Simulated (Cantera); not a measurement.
Mixture: CH₃OH : O₂ : N₂ : H₂O = 1 : 3.33 : 12.5 : 1.6 (molar parts), equivalence ratio 0.45, at 11.8 atm, adiabatic and at constant pressure. Ignition delay is the time to a rise of 400 K.

Computed with Cantera and GRI-Mech 3.0 (53 species, 325 reactions). GRI-Mech 3.0 was tuned for natural gas; its chemistry of methanol as a main component is partial and can be far from experiment. The pressure lies above the range GRI-Mech 3.0 was tuned for (to about 10 atm).

```json
[
 {"quantity": "delay at 1250 K", "before": "0.608 ms", "after": "0.667 ms"},
 {"quantity": "delay at 1350 K", "before": "0.148 ms", "after": "0.164 ms"},
 {"quantity": "delay at 1450 K", "before": "46.4 µs", "after": "52.5 µs"},
 {"quantity": "delay at 1550 K", "before": "17.9 µs", "after": "20.7 µs"},
 {"quantity": "apparent activation energy between 1500 and 1600 K", "before": "170 kJ/mol", "after": "170 kJ/mol"}
]
```

Name the change that produced these shifts.
A) CH3OH 1 to 1.4 parts
B) pressure from 11.8 atm to 4.93 atm
C) N2 12.5 to 16 parts
D) N2 12.5 to 9.8 parts

C, N2 12.5 to 16 parts
